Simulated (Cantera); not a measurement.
Input: 1 mol BCl3, 0.15 mol H2O, held at 1000 Pa.

Method: chemical equilibrium by Gibbs-energy minimisation in Cantera with the NASA 1993 tables (ideal gas, pure condensed phases). Candidate condensed phases: B, B2O3, B3O3H3, H2O; 33 gas species. The tables' values for BOCl, BCl2 are old estimates; treat these amounts as uncertain. Kinetics and transport are ignored.

x: gas mole fraction; nothing condenses.

```json
[
 {"T (K)": "848", "x BCl3": "0.708", "x HCl": "0.250", "x B3O3Cl3": "0.0417", "x BOCl": "3.52e-8", "x Cl": "…", "x BCl2": "1.73e-11"},
 {"T (K)": "898", "x BCl3": "0.708", "x HCl": "0.250", "x B3O3Cl3": "0.0417", "x BOCl": "2.08e-7", "x Cl": "…", "x BCl2": "1.61e-10"},
 {"T (K)": "948", "x BCl3": "0.708", "x HCl": "0.250", "x B3O3Cl3": "0.0417", "x BOCl": "1.02e-6", "x Cl": "…", "x BCl2": "1.21e-9"},
 {"T (K)": "998", "x BCl3": "0.708", "x HCl": "0.250", "x B3O3Cl3": "0.0417", "x BOCl": "4.24e-6", "x Cl": "…", "x BCl2": "7.57e-9"},
 {"T (K)": "1048", "x BCl3": "0.708", "x HCl": "0.250", "x B3O3Cl3": "0.0417", "x BOCl": "1.54e-5", "x Cl": "…", "x BCl2": "4.06e-8"},
 {"T (K)": "1098", "x BCl3": "0.708", "x HCl": "0.250", "x B3O3Cl3": "0.0416", "x BOCl": "4.94e-5", "x Cl": "…", "x BCl2": "1.89e-7"},
 {"T (K)": "1148", "x BCl3": "0.708", "x HCl": "0.250", "x B3O3Cl3": "0.0416", "x BOCl": "0.000143", "x Cl": "…", "x BCl2": "7.72e-7"},
 {"T (K)": "1198", "x BCl3": "0.708", "x HCl": "0.250", "x B3O3Cl3": "0.0415", "x BOCl": "0.000380", "x Cl": "…", "x BCl2": "2.81e-6"},
 {"T (K)": "1248", "x BCl3": "0.708", "x HCl": "0.250", "x B3O3Cl3": "0.0413", "x BOCl": "0.000928", "x Cl": "…", "x BCl2": "9.21e-6"},
 {"T (K)": "1298", "x BCl3": "0.707", "x HCl": "0.249", "x B3O3Cl3": "0.0409", "x BOCl": "0.00211", "x Cl": "…", "x BCl2": "2.73e-5"},
 {"T (K)": "1348", "x BCl3": "0.706", "x HCl": "0.249", "x B3O3Cl3": "0.0400", "x BOCl": "0.00449", "x Cl": "…", "x BCl2": "7.37e-5"},
 {"T (K)": "1398", "x BCl3": "0.704", "x HCl": "0.248", "x B3O3Cl3": "0.0384", "x BOCl": "0.00898", "x Cl": "…", "x BCl2": "0.000182"},
 {"T (K)": "1448", "x BCl3": "0.699", "x HCl": "0.246", "x B3O3Cl3": "0.0354", "x BOCl": "0.0169", "x Cl": "…", "x BCl2": "0.000410"}
]
```

Q: Fill in the missing entries.

A: 
- 848, x Cl: 1.05e-7
- 898, x Cl: 3.84e-7
- 948, x Cl: 1.20e-6
- 998, x Cl: 3.26e-6
- 1048, x Cl: 7.90e-6
- 1098, x Cl: 1.75e-5
- 1148, x Cl: 3.59e-5
- 1198, x Cl: 6.93e-5
- 1248, x Cl: 0.000127
- 1298, x Cl: 0.000224
- 1348, x Cl: 0.000384
- 1398, x Cl: 0.000643
- 1448, x Cl: 0.00106
